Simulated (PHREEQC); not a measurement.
1 kg of water holding 33 mmol/kgw Na2CO3, 13 mmol/kgw Na2SO4 and 39 mmol/kgw NaCl is evaporated at 30 °C; the solids stay in contact with the brine. CO2 from the air is kept out. Only these solids could form: Burkeite, Halite, Mirabilite, Nahcolite, Natron, Thenardite, Trona.

The series has 27 steps of water left (kg), from 1 to 0.002465.

The numbers come from PHREEQC with the Pitzer model, pitzer.dat.

Which solids form, in which order, and at which step of the series does each first stand?

Burkeite from water left = 0.01631 kg (pH 11.68); Halite from water left = 0.0078 kg (pH 11.73); Natron from water left = 0.0078 kg (pH 11.73).

Species that the database lacks are ignored.
